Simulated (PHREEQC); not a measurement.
Solution (25 °C): 0.0016 mol NH4HCO3 per kg of water. Closed to the air; pH follows from the charge balance.

Model: ion-association model, phreeqc.dat, run in PHREEQC.

| Item | Result |
|---|---|
| pH | 7.77 |
| ionic strength | 0.00155 mol/kgw |
| specific conductance | 178 µS/cm |
| total alkalinity | 1.60 meq/kg |

```csv
species,molality,activity,log γ
NH4+,0.00155,0.00148,-0.019
HCO3-,0.00154,0.00147,-0.019
CO2,5.57e-5,5.57e-5,0.000
NH3,5.02e-5,5.02e-5,0.000
CO3-2,4.89e-6,4.11e-6,-0.075
OH-,6.29e-7,6.02e-7,-0.019
```

This is a speciation only: nothing precipitates in the calculation. Complexes and solids missing from the database can't appear.
